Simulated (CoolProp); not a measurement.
Vapour-liquid equilibrium of dimethyl carbonate (1) + n-nonane (2) at 149 kPa; x and y are mole fractions of (1).

Computed with CoolProp (multi-fluid Helmholtz-energy mixture model, Zhou 2011 and Lemmon 2006; pair parameters Bell 2016).

```csv
x,bubble temperature (K),y at the bubble point,dew temperature at overall composition x (K),liquid density (mol/L)
0.05,?,0.334,437.1,4.868
0.2,?,0.726,430.6,5.497
0.35,?,0.828,423.3,?
0.5,?,0.867,414.7,6.792
0.65,?,0.889,404.0,7.619
0.8,378.0,?,?,8.671
0.95,376.3,0.967,376.7,10.05
```

**Question.** Fill in the missing entries.

**Answer.** 
- 0.05, bubble temperature (K): 424.1
- 0.2, bubble temperature (K): 397.4
- 0.35, bubble temperature (K): 386.5
- 0.35, liquid density (mol/L): 6.109
- 0.5, bubble temperature (K): 381.9
- 0.65, bubble temperature (K): 379.7
- 0.8, y at the bubble point: 0.914
- 0.8, dew temperature at overall composition x (K): 389.7

No azeotrope shows between x = 0.05 and 0.95.

The pair parameters rest on a limited set of measurements; away from them the model extrapolates.
